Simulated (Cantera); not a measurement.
Cantera run, input and output.

```python
import numpy as np
import cantera as ct

gas = ct.Solution("gri30.yaml")
gas.TPX = 1048, 2666, {'H2': 0.021, 'O2': 1, 'N2': 1.5}
reactor = ct.IdealGasConstPressureReactor(gas, energy="off", clone=False)
net = ct.ReactorNet([reactor])
net.rtol, net.atol = 1e-08, 1e-18
show = ['H2', 'O2', 'NO', 'NO2', 'H']
times = np.geomspace(2e-06, 2, 13)

steps = ct.SolutionArray(gas, extra=["t"])
rows = []
print(f"{'t/s':>10s}{'T/K':>9s}{'P/Pa':>11s}" + "".join(f"{s:>11s}" for s in show))
for t in times:
    while net.time < t:
        t_next = net.step()
        steps.append(gas.state, t=t_next)
    rows.append([np.interp(t, steps.t, y) for y in (steps.T, steps.P, *steps(*show).X.T)])
    print(f"{t:10.3e}{rows[-1][0]:9.1f}{rows[-1][1]:11.4g}" + "".join(f"{x:11.3e}" for x in rows[-1][2:]))
rate = np.gradient(steps.T, steps.t)
print("integrator steps:", len(steps.t))
if steps.T.max() > steps.T[0] + 200:
    print(f"time of steepest temperature rise: {steps.t[rate.argmax()]:.4e} s")
gas.TPX = 1048, 2666, {'H2': 0.021, 'O2': 1, 'N2': 1.5}
gas.equilibrate("TP")
print(f"equilibrium (TP): T = {gas.T:.1f} K  " + "  ".join(f"{s} {gas[s].X[0]:.3e}" for s in show))
```

It prints:

```
       t/s      T/K       P/Pa         H2         O2         NO        NO2          H
 2.000e-06   1048.0       2666  8.330e-03  3.967e-01  1.255e-29  2.895e-40  4.445e-13
 6.325e-06   1048.0       2666  8.330e-03  3.967e-01  3.142e-28  1.660e-38  1.381e-12
 2.000e-05   1048.0       2666  8.330e-03  3.967e-01  1.051e-26  1.718e-36  4.127e-12
 6.325e-05   1048.0       2666  8.330e-03  3.967e-01  3.601e-25  2.149e-34  1.120e-11
 2.000e-04   1048.0       2666  8.330e-03  3.967e-01  1.086e-23  3.258e-32  2.620e-11
 6.325e-04   1048.0       2666  8.330e-03  3.967e-01  2.672e-22  5.475e-30  7.565e-11
 2.000e-03   1048.0       2666  8.330e-03  3.967e-01  1.041e-20  1.646e-27  8.330e-10
 6.325e-03   1048.0       2666  8.324e-03  3.967e-01  4.017e-16  6.782e-21  9.904e-07
 2.000e-02   1048.0       2666  1.372e-04  3.914e-01  1.500e-08  2.356e-12  6.346e-04
 6.325e-02   1048.0       2666  2.209e-05  3.932e-01  2.713e-08  1.070e-11  8.792e-05
 2.000e-01   1048.0       2666  3.484e-06  3.940e-01  2.845e-08  3.381e-11  5.863e-06
 6.325e-01   1048.0       2666  4.039e-07  3.941e-01  2.854e-08  8.252e-11  2.639e-07
 2.000e+00   1048.0       2666  4.975e-08  3.941e-01  2.855e-08  1.221e-10  1.334e-08
integrator steps: 1290
equilibrium (TP): T = 1048.0 K  H2 2.814e-11  O2 3.941e-01  NO 6.210e-05  NO2 5.414e-07  H 2.527e-13
```

Computed with Cantera and GRI-Mech 3.0 (53 species, 325 reactions). Radical loss at walls, strong at low pressure, is not modelled.
